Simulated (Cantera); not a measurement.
**Abatement and gas-phase synthesis: CO2 + H2 + O2**

Feed: 1 mol CO2, 0.071 mol H2, 7.7 mol O2, at 0.133 bar.

Cantera equilibrium calculation (NASA polynomials, part measured and part estimated; ideal gas, pure solids and liquids). Candidate condensed phases: C, C6H6, C7H8, C8H18, H2O; 110 gas species. Equilibrium is a limit: real reactors are often held back by kinetics, nucleation or transport.

From 1675 K to 2875 K nothing is condensed. The main C-bearing gas is CO2 throughout.

```csv
T (K),x O2,x O,x CO2,x CO,x OH,x H2O,x H,x H2
1675,0.877,8.76e-5,0.114,1.71e-5,0.000205,0.00802,1.91e-7,3.62e-7
1775,0.877,0.000246,0.114,5.29e-5,0.000394,0.00793,7.87e-7,9.86e-7
1875,0.876,0.000617,0.114,0.000145,0.000703,0.00777,2.78e-6,2.39e-6
1975,0.876,0.00141,0.114,0.000357,0.00117,0.00752,8.58e-6,5.25e-6
2075,0.874,0.00298,0.113,0.000803,0.00184,0.00716,2.36e-5,1.05e-5
2175,0.871,0.00589,0.112,0.00167,0.00274,0.00667,5.84e-5,1.91e-5
2275,0.865,0.0109,0.110,0.00322,0.00387,0.00603,0.000131,3.19e-5
2375,0.857,0.0192,0.107,0.00581,0.00517,0.00525,0.000270,4.88e-5
2475,0.844,0.0322,0.102,0.00981,0.00653,0.00435,0.000509,6.82e-5
2575,0.826,0.0516,0.0948,0.0155,0.00780,0.00340,0.000883,8.67e-5
2675,0.799,0.0795,0.0854,0.0229,0.00878,0.00248,0.00141,1.00e-4
2775,0.764,0.118,0.0739,0.0316,0.00930,0.00169,0.00210,0.000104
2875,0.717,0.168,0.0612,0.0408,0.00927,0.00106,0.00289,9.92e-5
```
x: gas mole fraction; nothing condenses.
